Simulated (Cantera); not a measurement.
Cantera run, input and output.

```python
import numpy as np
import cantera as ct

gas = ct.Solution("gri30.yaml")
gas.TPX = 1050, 1500000, {'CH4': 1, 'O2': 1.11, 'N2': 4.18}
reactor = ct.IdealGasConstPressureReactor(gas, energy="on", clone=False)
net = ct.ReactorNet([reactor])
net.rtol, net.atol = 1e-08, 1e-16
show = ['CH4', 'O2', 'NO2', 'NO', 'C2H2', 'CH3', 'H2O2']
times = np.geomspace(8e-06, 0.8, 14)

steps = ct.SolutionArray(gas, extra=["t"])
rows = []
print(f"{'t/s':>10s}{'T/K':>9s}{'P/Pa':>11s}" + "".join(f"{s:>11s}" for s in show))
for t in times:
    while net.time < t:
        t_next = net.step()
        steps.append(gas.state, t=t_next)
    rows.append([np.interp(t, steps.t, y) for y in (steps.T, steps.P, *steps(*show).X.T)])
    print(f"{t:10.3e}{rows[-1][0]:9.1f}{rows[-1][1]:11.4g}" + "".join(f"{x:11.3e}" for x in rows[-1][2:]))
rate = np.gradient(steps.T, steps.t)
print("integrator steps:", len(steps.t))
if steps.T.max() > steps.T[0] + 200:
    print(f"time of steepest temperature rise: {steps.t[rate.argmax()]:.4e} s")
gas.TPX = 1050, 1500000, {'CH4': 1, 'O2': 1.11, 'N2': 4.18}
gas.equilibrate("HP")
print(f"equilibrium (HP): T = {gas.T:.1f} K  " + "  ".join(f"{s} {gas[s].X[0]:.3e}" for s in show))
```

It prints:

```
       t/s      T/K       P/Pa        CH4         O2        NO2         NO       C2H2        CH3       H2O2
 8.000e-06   1050.0    1.5e+06  1.590e-01  1.765e-01  2.077e-29  3.696e-24  5.456e-25  6.070e-09  7.464e-11
 1.940e-05   1050.0    1.5e+06  1.590e-01  1.765e-01  7.210e-28  2.238e-23  3.177e-23  1.504e-08  4.295e-10
 4.702e-05   1050.0    1.5e+06  1.590e-01  1.765e-01  2.457e-26  1.380e-22  2.228e-21  3.838e-08  2.391e-09
 1.140e-04   1050.0    1.5e+06  1.590e-01  1.765e-01  8.584e-25  9.129e-22  2.077e-19  1.045e-07  1.242e-08
 2.764e-04   1050.0    1.5e+06  1.590e-01  1.765e-01  3.166e-23  7.198e-21  2.767e-17  3.120e-07  5.463e-08
 6.701e-04   1050.0    1.5e+06  1.590e-01  1.765e-01  1.192e-21  6.903e-20  3.629e-15  7.847e-07  1.666e-07
 1.625e-03   1050.1    1.5e+06  1.590e-01  1.765e-01  2.803e-20  4.211e-19  1.376e-13  1.054e-06  2.940e-07
 3.939e-03   1050.2    1.5e+06  1.589e-01  1.764e-01  4.170e-19  1.671e-18  2.153e-12  1.240e-06  4.605e-07
 9.550e-03   1050.8    1.5e+06  1.588e-01  1.764e-01  7.889e-18  7.678e-18  3.973e-11  1.743e-06  1.083e-06
 2.315e-02   1058.5    1.5e+06  1.575e-01  1.753e-01  9.265e-16  1.829e-16  3.974e-09  4.687e-06  9.930e-06
 5.614e-02   2278.7    1.5e+06  3.558e-09  2.815e-07  8.512e-11  1.657e-05  2.174e-12  4.143e-10  1.260e-09
 1.361e-01   2278.7    1.5e+06  3.556e-09  2.815e-07  7.698e-11  1.499e-05  2.173e-12  4.140e-10  1.260e-09
 3.300e-01   2278.7    1.5e+06  3.556e-09  2.815e-07  7.698e-11  1.499e-05  2.173e-12  4.140e-10  1.260e-09
 8.000e-01   2278.7    1.5e+06  3.556e-09  2.815e-07  7.698e-11  1.499e-05  2.173e-12  4.140e-10  1.260e-09
integrator steps: 2609
time of steepest temperature rise: 3.0172e-02 s
equilibrium (HP): T = 2278.7 K  CH4 3.973e-09  O2 2.815e-07  NO2 7.698e-11  NO 1.499e-05  C2H2 2.416e-12  CH3 4.626e-10  H2O2 1.260e-09
```

Detailed kinetics in Cantera: GRI-Mech 3.0 (53 species, 325 reactions). The pressure lies above the range GRI-Mech 3.0 was tuned for (to about 10 atm).
